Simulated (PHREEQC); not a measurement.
4.2 g of hydrous ferric oxide (600 m²/g; 0.2 weak and 0.005 strong sites per Fe, Dzombak-Morel constants, diffuse double layer) in 1 kg of water with 0.1 mol/kgw of an inert sodium salt, at 25 °C; the pH is set by adding NaOH or the inert anion's acid. Oxygen alone is held at its pressure in air (log pO2 = -0.68). CO2 from the air is kept out. Nothing may precipitate in this run.

Base run: PHREEQC, ion-association model, wateq4f.dat. Each further column changes one thing. The table gives surface charge σ (C/m²).

```
pH      base  background salt from 0.1 to 0.01 mol/kgw  oxide from 4.2 to 21 g/kgw  0.014 mol/kgw NaF added
----  ------  ----------------------------------------  --------------------------  -----------------------
4      0.322                                     0.229                       0.327                    0.095
5      0.216                                     0.118                       0.221                        …
5.5    0.160                                         …                       0.163                    0.062
6.5    0.074                                     0.031                       0.075                    0.031
7      0.045                                     0.017                       0.045                    0.017
8      0.004                                     0.001                       0.004                   -0.008
9     -0.034                                    -0.013                      -0.035                        …
9.5   -0.060                                    -0.024                      -0.061                   -0.065
10.5  -0.138                                    -0.066                      -0.140                   -0.143
11    -0.191                                         …                      -0.196                   -0.197
12    -0.308                                    -0.235                      -0.313                   -0.312
```

Question: Complete the blanks.

Answer: 
- 5, 0.014 mol/kgw NaF added: 0.077
- 5.5, background salt from 0.1 to 0.01 mol/kgw: 0.079
- 9, 0.014 mol/kgw NaF added: -0.040
- 11, background salt from 0.1 to 0.01 mol/kgw: -0.103
